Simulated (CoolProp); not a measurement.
Properties of R1234yf along the isotherm 410 K.

The numbers come from the reference Helmholtz-energy equation of state, Lemmon 2022 in CoolProp.

```tsv
p (MPa)	phase	cv (kJ/(kg K))	speed of sound (m/s)	viscosity (µPa s)	conductivity (mW/(m K))	fugacity coefficient
1.69	gas	1.035	160.0	17.3	24.4	0.8836
3.38	gas	1.069	139.1	18.8	27.0	0.7737
5.08	supercritical	1.114	120.7	24.5	33.4	0.6694
6.77	supercritical	1.120	135.5	39.5	41.0	0.5766
8.46	supercritical	1.100	180.0	52.4	45.1	0.5074
10.2	supercritical	1.088	220.3	___	___	0.4578
11.8	supercritical	1.082	250.9	66.8	50.3	0.4251
13.5	supercritical	1.079	___	72.2	52.2	0.3994
15.2	supercritical	1.076	303.5	77.2	53.9	___
16.9	supercritical	1.075	325.7	___	55.5	0.3659
```

Q: Fill in the missing entries.

A: 
- 10.2, viscosity (µPa s): 60.9
- 10.2, conductivity (mW/(m K)): 48.1
- 13.5, speed of sound (m/s): 278.9
- 15.2, fugacity coefficient: 0.3803
- 16.9, viscosity (µPa s): 81.8

Viscosity comes from a separate model (Bell 2016), an estimate that may be off by 10 % or more. Thermal conductivity comes from a separate model (Perkins 2011).
